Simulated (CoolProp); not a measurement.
Ethylene at several states: Z from the reference equation and from simpler models built on Tc = 9.2 °C, pc = 5.042 MPa, ω = 0.087; each cubic takes its own stable root.

The numbers come from the reference Helmholtz-energy equation of state, Smukala 2000 in CoolProp.

```json
[
 {"T (°C)": "26.25", "p (MPa)": "11.4", "phase": "supercritical", "reference": "___", "Redlich-Kwong": "___", "Soave-Redlich-Kwong": "0.4178"},
 {"T (°C)": "124.35", "p (MPa)": "2.11", "phase": "gas", "reference": "___", "Redlich-Kwong": "0.9499", "Soave-Redlich-Kwong": "___"},
 {"T (°C)": "-37.05", "p (MPa)": "0.463", "phase": "gas", "reference": "___", "Redlich-Kwong": "___", "Soave-Redlich-Kwong": "___"},
 {"T (°C)": "128.25", "p (MPa)": "0.0633", "phase": "gas", "reference": "0.9987", "Redlich-Kwong": "0.9985", "Soave-Redlich-Kwong": "0.9987"}
]
```

Q: What belongs in the gaps?

A: 
- 26.25, reference: 0.3739
- 26.25, Redlich-Kwong: 0.4129
- 124.35, reference: 0.9536
- 124.35, Soave-Redlich-Kwong: 0.9556
- -37.05, reference: 0.9442
- -37.05, Redlich-Kwong: 0.9459
- -37.05, Soave-Redlich-Kwong: 0.9450
